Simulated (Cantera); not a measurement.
Source: NASA polynomial tables (part measured, part estimated), evaluated in Cantera. Values are per mole of reaction as written; species without (g) are pure solids or liquids, kept so even where they would boil at 1 bar.

a) 2 Ca + O₂(g) ⇌ 2 CaO
b) 2 Pb + O₂(g) ⇌ 2 PbO
c) 2 Mg + O₂(g) ⇌ 2 MgO

Problem. Order these by ΔG° at 1250 K, most negative first.

Solution. a (-1006 kJ), c (-928 kJ), b (-194 kJ)
